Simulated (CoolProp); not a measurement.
Vapour-liquid equilibrium of cyclohexane (1) + ethylbenzene (2) at 87.15 °C; x and y are mole fractions of (1).

The numbers come from the multi-fluid Helmholtz-energy mixture model, Zhou 2014 and Zhou 2012; pair parameters Bell 2016 in CoolProp.

| x | bubble pressure (MPa) | y at the bubble point | dew pressure at overall composition x (MPa) | liquid density (mol/L) |
|---|---|---|---|---|
| 0.05 | 0.02815 | 0.258 | 0.02288 | 7.642 |
| 0.15 | 0.04041 | 0.533 | 0.02515 | 7.723 |
| 0.25 | 0.05208 | 0.676 | 0.02791 | 7.804 |
| 0.35 | 0.06301 | 0.763 | 0.03135 | 7.886 |
| 0.45 | 0.07317 | 0.823 | 0.03573 | 7.970 |
| 0.55 | 0.08265 | 0.867 | 0.04153 | 8.054 |
| 0.65 | 0.09163 | 0.902 | 0.04950 | 8.141 |
| 0.75 | 0.1003 | 0.932 | 0.06106 | 8.231 |
| 0.85 | 0.1090 | 0.960 | 0.07875 | 8.324 |
| 0.95 | 0.1178 | 0.987 | 0.1058 | 8.421 |

No azeotrope shows between x = 0.05 and 0.95.

Pair parameters are fitted to limited data, so mixtures are less certain than the pure fluids.
